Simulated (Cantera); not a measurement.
**SiH4 + H2O + H2 (silicon oxide and oxynitride deposition)**

A closed system holds: 1 mol SiH4, 0.16 mol H2O, 88 mol H2, equilibrated at 0.0133 bar.

These are equilibrium values from Cantera (NASA tables, ideal gas, pure condensed phases), not measurements of a reactor. Candidate condensed phases: H2O, Si, SiO2; 18 gas species. Mutual solubility and eutectic melting of coexisting phases are not modelled. The tables hold silica as quartz up to 1696 K and as liquid above; real silica turns to tridymite and cristobalite and melts near 1996 K. Gases not in the tables: Si2H6 and higher silanes. Rates play no part.

From 675 K to 825 K the condensed part is Si(s) + SiO2(α-quartz). From 975 K to 1275 K the condensed part is Si(s) + SiO2(β-quartz). From 1425 K to 1575 K the condensed part is Si(s). From 1725 K to 2025 K the condensed part is Si(l).

```csv
T (K),x H2,x H,x Si,x SiO,n Si(s),n SiO2(α-quartz),n SiO2(β-quartz),n Si(l)
675,1.00,<1e-12,<1e-12,<1e-12,0.920,0.0800,0,0
825,1.00,6.87e-11,<1e-12,5.39e-12,0.920,0.0800,0,0
975,1.00,9.91e-9,<1e-12,1.34e-8,0.920,0,0.0800,0
1125,1.000,3.85e-7,5.26e-12,4.01e-6,0.920,0,0.0798,0
1275,1.000,6.38e-6,1.45e-9,0.000306,0.906,0,0.0662,0
1425,0.998,5.90e-5,1.21e-7,0.00177,0.840,0,0,0
1575,0.998,0.000360,4.31e-6,0.00177,0.839,0,0,0
1725,0.997,0.00161,7.61e-5,0.00177,0,0,0,0.830
1875,0.992,0.00565,0.000679,0.00177,0,0,0,0.766
2025,0.977,0.0165,0.00437,0.00175,0,0,0,0.389
```
x: gas mole fraction; n: condensed amount in mol.
